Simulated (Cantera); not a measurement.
Feed: 1 mol SiH2Cl2, 0.047 mol Cl2, 52 mol H2, held at 1.00 bar.

Method: chemical equilibrium by Gibbs-energy minimisation in Cantera with the NASA 1993 tables (ideal gas, pure condensed phases). Candidate condensed phases: Si; 19 gas species. Rates play no part.

Over these rows the condensed part is Si(s). Partial pressures as log10 of bar:

```json
[
 {"T (K)": "1223", "1000/T (1/K)": "0.8177", "log p SiCl4": "-2.77", "log p H2": "-0.01", "log p HCl": "-1.70"},
 {"T (K)": "1273", "1000/T (1/K)": "0.7855", "log p SiCl4": "-2.95", "log p H2": "-0.01", "log p HCl": "-1.63"},
 {"T (K)": "1323", "1000/T (1/K)": "0.7559", "log p SiCl4": "-3.18", "log p H2": "-0.01", "log p HCl": "-1.58"},
 {"T (K)": "1373", "1000/T (1/K)": "0.7283", "log p SiCl4": "?", "log p H2": "-0.01", "log p HCl": "-1.54"},
 {"T (K)": "1423", "1000/T (1/K)": "0.7027", "log p SiCl4": "-3.75", "log p H2": "-0.01", "log p HCl": "-1.53"},
 {"T (K)": "1473", "1000/T (1/K)": "0.6789", "log p SiCl4": "-4.06", "log p H2": "-0.02", "log p HCl": "-1.52"}
]
```

Fit log p(SiCl4) = a + b·(1000/T) to the five rows, give the apparent enthalpy, and predict the row at 1373 K.

Means: 1000/T = 0.7481, log p = -3.342. Sxy = 0.123944, Sxx = 0.0131536, so b = 9.42 and a = -3.342 − (9.42)×0.7481 = -10.39.
Apparent enthalpy: −19.145 × (9.42) = -180 kJ/mol. With the condensed phases at unit activity, Si(s) + 4 HCl(g) = SiCl4(g) + 2 H2(g) links this pressure to the main gases: over the six rows their terms move log p by +0.74 in all, so the slope isn't that reaction's ΔH° alone. The five rows lie within 0.09 of the line.
Prediction at 1373 K: -10.39 + (9.42)×0.7283 = -3.53. The computed value is -3.46, 0.07 from the line.
